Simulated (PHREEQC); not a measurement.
# Leach liquor (model solution)

Solution (25 °C): 0.0019 mol/kgw HCl and 0.0086 mol/kgw NiSO4. Closed to the air; pH follows from the charge balance.

All values are PHREEQC results (ion-association model, wateq4f.dat), not measurements.

Each row changes one thing in this solution. No solid was allowed to form.

```json
[
 {"case": "as made", "pH": "2.90", "ionic strength (mol/kgw)": "0.0267", "SO4-2 (mol/kgw)": "0.00596", "HSO4- (mol/kgw)": "0.000465"},
 {"case": "NiSO4 from 0.0086 to 0.0129 mol/kgw", "pH": "2.94", "ionic strength (mol/kgw)": "0.0374", "SO4-2 (mol/kgw)": "0.00859", "HSO4- (mol/kgw)": "0.000572"},
 {"case": "NiSO4 replaced by CaSO4 at the same molality", "pH": "2.90", "ionic strength (mol/kgw)": "0.0264", "SO4-2 (mol/kgw)": "0.00589", "HSO4- (mol/kgw)": "0.000456"},
 {"case": "temperature from 25 to 90 °C", "pH": "3.17", "ionic strength (mol/kgw)": "0.0242", "SO4-2 (mol/kgw)": "0.00504", "HSO4- (mol/kgw)": "0.00111"},
 {"case": "HCl left out", "pH": "6.22", "ionic strength (mol/kgw)": "0.0252", "SO4-2 (mol/kgw)": "0.00629", "HSO4- (mol/kgw)": "2.39e-7"},
 {"case": "HCl from 0.0019 to 0.00095 mol/kgw", "pH": "3.20", "ionic strength (mol/kgw)": "0.0259", "SO4-2 (mol/kgw)": "0.00612", "HSO4- (mol/kgw)": "0.000238"},
 {"case": "diluted 100-fold with water", "pH": "4.73", "ionic strength (mol/kgw)": "0.000358", "SO4-2 (mol/kgw)": "8.47e-5", "HSO4- (mol/kgw)": "1.43e-7"},
 {"case": "diluted 10-fold with water", "pH": "3.77", "ionic strength (mol/kgw)": "0.00332", "SO4-2 (mol/kgw)": "0.000777", "HSO4- (mol/kgw)": "1.06e-5"},
 {"case": "NiSO4 from 0.0086 to 0.0043 mol/kgw", "pH": "2.84", "ionic strength (mol/kgw)": "0.0152", "SO4-2 (mol/kgw)": "0.00318", "HSO4- (mol/kgw)": "0.000309"}
]
```

At this temperature some constants are extrapolated from 25 °C, and those without enthalpy data are left unchanged.
